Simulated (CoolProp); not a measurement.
A single-stage vapour-compression cycle with R245fa: evaporating at 292.15 K (dew point), condensing at 361.15 K (bubble point), superheat 10 K, subcooling 0 K, compressor efficiency 0.65, no pressure losses. Each further row changes one setting.

The numbers come from the reference Helmholtz-energy equation of state, Akasaka 2015 in CoolProp.

| case | cooling COP | pressure ratio | discharge temperature (K) | refrigerating effect (kJ/kg) | volumetric capacity (kJ/m³) |
|---|---|---|---|---|---|
| as stated | 1.81 | 8.10 | 377.4 | 107 | 704 |
| evaporating temperature 297.15 K | 2.06 | 6.70 | (withheld) | 111 | (withheld) |
| condensing temperature 356.15 K | 2.06 | 7.18 | (withheld) | 114 | 754 |
| subcooling 5 K | 1.94 | 8.10 | 377.4 | 114 | 754 |
| superheat 20 K | 1.88 | 8.10 | 387.6 | 116 | 735 |
| compressor efficiency 0.55 | 1.53 | 8.10 | (withheld) | 107 | 704 |

Problem. Complete the blanks.

Solution. 
- evaporating temperature 297.15 K, discharge temperature (K): 376.3
- evaporating temperature 297.15 K, volumetric capacity (kJ/m³): 873
- condensing temperature 356.15 K, discharge temperature (K): 372.6
- compressor efficiency 0.55, discharge temperature (K): 386.7
